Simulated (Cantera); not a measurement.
A closed system holds: 1 mol HgO, 54 mol H2, equilibrated at 1252 °C and 1 atm.

These are equilibrium values from Cantera (NASA tables, ideal gas, pure condensed phases), not measurements of a reactor. Candidate condensed phases: H2O, Hg, HgO; 10 gas species. Rates play no part.

Base state: H2 0.964, H2O 0.0182, Hg 0.0182, H 2.31e-5 (mole fractions); condensed: gas only.

### Question
What changes in the equilibrium state with this change: HgO replaced by Hg?

### Answer
| species | before | after |
|---|---|---|
| H2 | 0.964 | 0.982 |
| Hg | 0.0182 | 0.0182 |
| H | 2.31e-5 | 2.33e-5 |
| H2O | 0.0182 | 0 |
